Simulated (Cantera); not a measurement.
What does this Cantera script print?

```python
import numpy as np
import cantera as ct

gas = ct.Solution("h2o2.yaml")
gas.TPX = 473, 500000, {'H2': 1, 'O2': 0.847, 'N2': 2.4}
flame = ct.FreeFlame(gas, width=0.013)
flame.set_refine_criteria(ratio=3, slope=0.08, curve=0.16)
flame.transport_model = "mixture-averaged"
flame.solve(loglevel=0, auto=True)
z, T = flame.grid, flame.T
thick = (T[-1] - T[0]) / np.gradient(T, z).max()
show = ['H2', 'O2', 'H', 'H2O', 'H2O2', 'HO2']
print(f"laminar burning velocity  {flame.velocity[0] * 100:.3f} cm/s")
print(f"burnt temperature         {T[-1]:.1f} K")
print(f"thermal thickness         {thick * 1e3:.4f} mm")
print(f"grid points               {len(z)}")
z0 = z[flame.heat_release_rate.argmax()]
print(f"{'z/mm':>9s}{'T/K':>9s}{'u/(m/s)':>9s}" + "".join(f"{s:>11s}" for s in show))
rows = []
for k in (-3, -2, -1.5, -1, -0.5, -0.25, 0, 0.25, 0.5, 1, 2, 4, 8):
    zz = z0 + k * thick
    rows.append([k * thick, np.interp(zz, z, T), np.interp(zz, z, flame.velocity),
                 *(np.interp(zz, z, flame.X[gas.species_index(s)]) for s in show)])
    print(f"{rows[-1][0] * 1e3:9.3f}{rows[-1][1]:9.1f}{rows[-1][2]:9.3f}" + "".join(f"{x:11.3e}" for x in rows[-1][3:]))
```

It prints:

```
laminar burning velocity  223.252 cm/s
burnt temperature         2161.0 K
thermal thickness         0.0534 mm
grid points               111
     z/mm      T/K  u/(m/s)         H2         O2          H        H2O       H2O2        HO2
   -0.160    473.1    2.231  2.347e-01  1.996e-01  4.562e-13  2.414e-06  6.870e-09  3.236e-08
   -0.107    473.7    2.227  2.321e-01  2.003e-01  6.414e-12  2.677e-05  9.078e-08  4.193e-07
   -0.080    475.4    2.224  2.280e-01  2.013e-01  3.383e-11  1.096e-04  4.213e-07  1.927e-06
   -0.053    488.1    2.247  2.139e-01  2.046e-01  1.417e-09  1.035e-03  5.166e-06  2.399e-05
   -0.027    655.3    2.873  1.621e-01  2.083e-01  2.950e-05  2.050e-02  1.059e-04  7.238e-04
   -0.013   1004.6    4.287  1.132e-01  1.918e-01  1.164e-03  7.028e-02  1.486e-04  8.925e-04
    0.000   1401.2    5.910  6.285e-02  1.562e-01  4.994e-03  1.411e-01  3.161e-05  4.881e-04
    0.013   1671.7    7.034  2.928e-02  1.233e-01  7.142e-03  1.947e-01  5.959e-06  2.682e-04
    0.027   1828.3    7.682  1.468e-02  1.067e-01  6.184e-03  2.204e-01  3.631e-06  1.605e-04
    0.053   1979.1    8.287  6.709e-03  9.817e-02  3.196e-03  2.374e-01  2.184e-06  7.725e-05
    0.107   2084.2    8.690  3.030e-03  9.661e-02  9.783e-04  2.472e-01  1.285e-06  3.166e-05
    0.213   2137.3    8.886  1.127e-03  9.694e-02  2.167e-04  2.527e-01  7.722e-07  1.303e-05
    0.427   2156.1    8.954  4.775e-04  9.739e-02  6.222e-05  2.549e-01  5.810e-07  7.940e-06
```

Computed with Cantera and the H2/O2 subset of GRI-Mech 3.0, which has no nitrogen chemistry. The hydrogen kinetics of GRI-Mech 3.0 are dated; newer H2 mechanisms differ, most at raised pressure. Burning velocities carry a grid error of a few per cent, more on coarse grids. Lean hydrogen flames are cellular in practice and burn faster than this planar one.
